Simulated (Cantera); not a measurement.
Charge: 1 mol Zr, 6.1 mol N2O, 270 mol H2, equilibrated at 1500 °C and 13.3 mbar.

Cantera equilibrium calculation (NASA polynomials, part measured and part estimated; ideal gas, pure solids and liquids). Candidate condensed phases: H2O, Zr, ZrN, ZrO2; 28 gas species. Rates play no part.

Base state: H2 0.961, N2 0.0221, H2O 0.0148, H 0.00242 (mole fractions); condensed: ZrO2(tetragonal).

Task: What changes in the equilibrium state with this change: temperature from 1500 °C to 2150 °C?

Result: 
```csv
species,before,after
H2,0.961,0.826
H,0.00242,0.140
N2,0.0221,0.0205
H2O,0.0148,0.0133
O,4.55e-9,4.81e-5
OH,2.31e-6,0.000426
"ZrO2(tetragonal), mol",1.00,0.997
```

Task: What changes in the equilibrium state with this change: temperature from 1500 °C to 1777 °C?

Result: 
```json
[
 {"species": "H2", "before": "0.961", "after": "0.944"},
 {"species": "N2", "before": "0.0221", "after": "0.0219"},
 {"species": "H", "before": "0.00242", "after": "0.0191"},
 {"species": "H2O", "before": "0.0148", "after": "0.0147"},
 {"species": "OH", "before": "2.31e-6", "after": "3.24e-5"},
 {"species": "ZrO2(tetragonal), mol", "before": "1.00", "after": "1.000"}
]
```

Task: What changes in the equilibrium state with this change: temperature from 1500 °C to 1375 °C?

Result: 
| species | before | after |
|---|---|---|
| H2 | 0.961 | 0.962 |
| N2 | 0.0221 | 0.0221 |
| H2O | 0.0148 | 0.0148 |
| H | 0.00242 | 0.000758 |
| ZrO2(tetragonal), mol | 1.00 | 1.00 |
